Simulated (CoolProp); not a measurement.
Properties of carbon monoxide along the isobar 964 kPa.

Computed with CoolProp (reference Helmholtz-energy equation of state, Lemmon 2006). It is a short technical equation, of lower accuracy than the large ones.

```tsv
T (K)	phase	Z	cp (kJ/(kg K))	cv (kJ/(kg K))	speed of sound (m/s)	Joule-Thomson coefficient (K/MPa)	isothermal compressibility (1/MPa)
103.6	liquid	0.04562	2.362	?	643.4	-0.07398	0.008120
129	gas	?	1.244	0.7847	218.6	11.47	1.176
154.3	gas	?	1.144	0.7607	246.3	8.212	1.106
179.7	gas	?	1.104	0.7525	269.6	6.271	1.077
205	gas	0.9773	1.084	0.7488	290.2	4.976	1.061
230.4	gas	0.9858	1.072	0.7469	309.0	4.039	1.052
255.7	gas	0.9913	1.065	0.7460	326.4	3.332	1.046
281.1	gas	0.9950	1.060	0.7458	342.8	2.773	1.042
306.4	gas	0.9976	1.057	0.7460	358.2	2.324	1.040
331.8	gas	0.9994	1.055	0.7468	372.9	1.951	1.038
357.2	gas	1.001	1.055	0.7482	387.0	1.638	1.036
382.5	gas	1.002	1.055	0.7502	400.4	?	1.035
```

Task: Some entries are withheld; supply them.

Result: 
- 103.6, cv (kJ/(kg K)): 1.023
- 129, Z: 0.8915
- 154.3, Z: 0.9395
- 179.7, Z: 0.9636
- 382.5, Joule-Thomson coefficient (K/MPa): 1.373
